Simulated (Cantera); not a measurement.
# Low-pressure radical oxidation in H2/O2

An isothermal, constant-pressure homogeneous reactor starts with H2 : O2 = 0.014 : 1 (molar parts), at 1150 K and 2.78 Torr.

Detailed kinetics in Cantera: the H2/O2 subset of GRI-Mech 3.0, which has no nitrogen chemistry. Radical loss at walls, strong at low pressure, is not modelled.

```json
[
 {"t (s)": "2.00e-5", "x H2": "0.0138", "x O2": "0.986", "x O": "1.29e-12", "x HO2": "2.59e-11", "x H": "2.46e-11", "x H2O": "<1e-12", "x OH": "1.29e-12"},
 {"t (s)": "7.63e-5", "x H2": "0.0138", "x O2": "0.986", "x O": "1.71e-11", "x HO2": "9.87e-11", "x H": "8.20e-11", "x H2O": "<1e-12", "x OH": "1.68e-11"},
 {"t (s)": "0.000291", "x H2": "0.0138", "x O2": "0.986", "x O": "1.85e-10", "x HO2": "3.77e-10", "x H": "2.12e-10", "x H2O": "2.04e-11", "x OH": "1.74e-10"},
 {"t (s)": "0.00111", "x H2": "0.0138", "x O2": "0.986", "x O": "1.54e-9", "x HO2": "1.44e-9", "x H": "5.06e-10", "x H2O": "6.13e-10", "x OH": "1.26e-9"},
 {"t (s)": "0.00424", "x H2": "0.0138", "x O2": "0.986", "x O": "2.35e-8", "x HO2": "5.51e-9", "x H": "4.14e-9", "x H2O": "2.22e-8", "x OH": "1.58e-8"},
 {"t (s)": "0.0162", "x H2": "0.0138", "x O2": "0.986", "x O": "3.42e-5", "x HO2": "6.31e-8", "x H": "5.62e-6", "x H2O": "3.98e-5", "x OH": "2.22e-5"},
 {"t (s)": "0.0618", "x H2": "8.34e-5", "x O2": "0.974", "x O": "0.0114", "x HO2": "4.20e-7", "x H": "0.000925", "x H2O": "0.0128", "x OH": "0.000928"},
 {"t (s)": "0.236", "x H2": "7.00e-5", "x O2": "0.975", "x O": "0.00997", "x HO2": "3.95e-7", "x H": "0.000750", "x H2O": "0.0129", "x OH": "0.000859"},
 {"t (s)": "0.900", "x H2": "4.56e-5", "x O2": "0.979", "x O": "0.00637", "x HO2": "3.30e-7", "x H": "0.000386", "x H2O": "0.0133", "x OH": "0.000694"},
 {"t (s)": "3.43", "x H2": "1.43e-5", "x O2": "0.984", "x O": "0.00196", "x HO2": "1.91e-7", "x H": "6.65e-5", "x H2O": "0.0136", "x OH": "0.000390"},
 {"t (s)": "13.1", "x H2": "1.95e-6", "x O2": "0.986", "x O": "0.000265", "x HO2": "6.00e-8", "x H": "3.32e-6", "x H2O": "0.0138", "x OH": "0.000144"},
 {"t (s)": "50.0", "x H2": "1.97e-7", "x O2": "0.986", "x O": "2.69e-5", "x HO2": "1.14e-8", "x H": "1.07e-7", "x H2O": "0.0139", "x OH": "4.61e-5"}
]
```
x: mole fraction; the columns are a selection and need not sum to one.

Equilibrium at this temperature and pressure: H2 9.95e-10, O2 0.986, O 1.37e-7, HO2 2.20e-9, H 3.90e-11, H2O 0.0139, OH 3.29e-6 (gas phase only).
